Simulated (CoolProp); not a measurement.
A single-stage vapour-compression cycle with R365MFC: evaporating at 294.15 K (dew point), condensing at 332.15 K (bubble point), superheat 10 K, subcooling 2 K, compressor efficiency 0.7, no pressure losses. Each further row changes one setting.

Model: reference Helmholtz-energy equation of state, Lemmon 2016, in CoolProp.

```tsv
case	cooling COP	pressure ratio	discharge temperature (K)	refrigerating effect (kJ/kg)	volumetric capacity (kJ/m³)
as stated	4.68	3.96	339.7	156	452
evaporating temperature 299.15 K	5.62	3.22	339.7	161	564
condensing temperature 327.15 K	5.54	3.37	335.5	164	473
subcooling 7 K	4.89	3.96	339.7	164	473
superheat 20 K	4.80	3.96	350.0	167	465
compressor efficiency 0.6	4.01	3.96	344.7	156	452
```
